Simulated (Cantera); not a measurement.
A diamond (100) surface in a fixed gas of H2 with x(CH4) = 0.017, x(H) = 0.0015, x(CH3) = 0.0002, 0.0158 atm; coverages are run to steady state.

Cantera simulation using the Harris–Goodwin 1993 mechanism for the reconstructed diamond (100) surface; the numbers are that mechanism's predictions, not measurements.

One state of this run: growth (µm/h) = 0.280; θ c6HH = 0.410; θ c6H* = 0.0476; θ c6*H = 0.508; θ c6** = 0.0330; θ c6HM = 0.000129. θ: site fractions in the mechanism's names (c6HH fully hydrogenated, c6H* and c6*H radical sites, c6** diradical, c6HM methylated).

Task: Which value of T (K) does it belong to?
A) 1000
B) 900
C) 1300
D) 1400

Result: C, 1300
